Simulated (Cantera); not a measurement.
Cantera run:

```python
import numpy as np
import cantera as ct

gas_names = [...]  # 95 gases of nasa_gas.yaml made of C, F, H
cond_names = """
    C(gr) C6H6(L) C7H8(L) C8H18(L),n-octa
""".split()


# ... load() reads the species with a 1 bar reference pressure and builds the phases ...
atoms = {
    'CF4': {'C': 1, 'F': 4},
    'CH4': {'C': 1, 'H': 4},
}
top_T = {'C(gr)': 4500}  # K; cautious upper limits of use, not melting points


# ... equilibrate(T, P, feed) seeds the gas with the atoms and calls Mixture.equilibrate('TP', solver="vcs", rtol=1e-11, max_steps=5000) ...
results = []
T = 3000  # K
P = 1100  # Pa
for m in [0.027, 0.031, 0.037, 0.043, 0.051, 0.059, 0.07, 0.082, 0.096, 0.11, 0.13, 0.16, 0.18]:
    feed = {'CF4': 1, 'CH4': m}  # mol
    mix = equilibrate(T, P, feed)
    results.append((T, P, feed, dict(zip(mix.species_names, mix.species_moles))))

top = {s: max(r[3][s] / sum(r[3][g] for g in gas_names) for r in results) for s in gas_names}
cols = sorted((s for s in top if top[s] > 0.0001), key=lambda s: -top[s])[:6]
seen = [c for c in cond_names if any(r[3].get(c, 0) > 1e-12 for r in results)]
print("log10 of partial pressures in bar; condensed amounts in mol")
print(f"{'n(CH4)':>10s}" + "".join(f"{s[:9]:>10s}" for s in cols + seen))
for T, P, feed, n in results:
    ng = sum(n[g] for g in gas_names)
    print(f"{feed['CH4']:10.4g}" + "".join(f"{np.log10(max(n[s] / ng * P / 1e5, 1e-99)):10.3f}" for s in cols)
          + "".join(f"{n.get(c, 0):10.4g}" for c in seen))
```

It prints:

```
log10 of partial pressures in bar; condensed amounts in mol
    n(CH4)         F        HF        CF       CF2        C3         C     C(gr)
     0.027    -2.055    -3.532    -2.992    -3.328    -3.506    -4.295   0.09692
     0.031    -2.057    -3.473    -2.993    -3.332    -3.506    -4.295    0.1034
     0.037    -2.059    -3.396    -2.996    -3.337    -3.506    -4.295    0.1132
     0.043    -2.062    -3.331    -2.999    -3.343    -3.506    -4.295    0.1229
     0.051    -2.066    -3.257    -3.002    -3.350    -3.506    -4.295    0.1359
     0.059    -2.069    -3.195    -3.006    -3.357    -3.506    -4.295    0.1488
      0.07    -2.075    -3.121    -3.011    -3.368    -3.506    -4.295    0.1666
     0.082    -2.080    -3.053    -3.017    -3.379    -3.506    -4.295     0.186
     0.096    -2.087    -2.985    -3.023    -3.392    -3.506    -4.295    0.2085
      0.11    -2.093    -2.927    -3.030    -3.405    -3.506    -4.295     0.231
      0.13    -2.103    -2.855    -3.040    -3.425    -3.506    -4.295    0.2631
      0.16    -2.118    -2.767    -3.055    -3.455    -3.506    -4.295     0.311
      0.18    -2.128    -2.717    -3.065    -3.475    -3.506    -4.295    0.3427
```

These are equilibrium values from Cantera (NASA tables, ideal gas, pure condensed phases), not measurements of a reactor.
